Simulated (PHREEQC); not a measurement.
Solution (21 °C): 8.3 mmol/kgw Na2HPO4. Closed to the air; pH follows from the charge balance.

All values are PHREEQC results (ion-association model, phreeqc.dat), not measurements.

```yaml
pH: 9.37
ionic_strength: 0.0246 mol/kgw
specific_conductance: 1300 µS/cm
total_alkalinity: 8.30 meq/kg
```

| species | molality | activity | log γ |
|---|---|---|---|
| Na+ | 0.0165 | 0.0142 | -0.064 |
| HPO4-2 | 0.00810 | 0.00453 | -0.253 |
| NaHPO4- | 0.000145 | 0.000125 | -0.062 |
| H2PO4- | 3.71e-5 | 3.22e-5 | -0.062 |
| OH- | 2.00e-5 | 1.72e-5 | -0.067 |
| PO4-3 | 1.71e-5 | 4.36e-6 | -0.593 |

Precipitation was switched off in this run. Species that the database lacks are ignored.
